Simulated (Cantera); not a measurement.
Source: NASA polynomial tables (part measured, part estimated), evaluated in Cantera. Values are per mole of reaction as written; species without (g) are pure solids or liquids, kept so even where they would boil at 1 bar.

Ca + S = CaS

| T (K) | ΔH° (kJ) | ΔS° (J/K) | ΔG° (kJ) | log10 K |
|---|---|---|---|---|
| 398 | -475.6 | -24.3 | -466.0 | 61.15 |
| 498 | -477.3 | -28.1 | -463.3 | 48.60 |
| 598 | -479.0 | -31.2 | -460.4 | 40.21 |
| 698 | … | … | … | … |
| 798 | … | … | … | … |

Task: What belongs in the gaps?

Result: 
- 698, ΔH° (kJ): -480.3
- 698, ΔS° (J/K): -33.2
- 698, ΔG° (kJ): -457.1
- 698, log10 K: 34.21
- 798, ΔH° (kJ): -482.0
- 798, ΔS° (J/K): -35.6
- 798, ΔG° (kJ): -453.7
- 798, log10 K: 29.69
